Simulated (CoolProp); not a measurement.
Saturation properties of C2F6 (R116).

Values from CoolProp's reference Helmholtz-energy equation of state, Lemmon 2006. It is a short technical equation, of lower accuracy than the large ones.

```
T (°C)  p (MPa)  vapour density (kg/m³)  enthalpy of vaporisation (kJ/kg)
------  -------  ----------------------  --------------------------------
-62.65   0.2168                   18.52                             109.9
-57.35   0.2736                   23.15                             107.3
-51.95   0.3424                   28.75                             104.4
-46.65   0.4219                   35.26                             101.5
-41.25   0.5164                   43.07                             98.33
-35.95   0.6236                   52.09                             95.01
-30.55   0.7490                   62.88                             91.40
-25.25   0.8895                   75.33                             87.58
-19.85    1.052                   90.31                             83.36
-14.55    1.232                   107.8                             78.83
```

It boils at -78.1 °C under 1 atm.
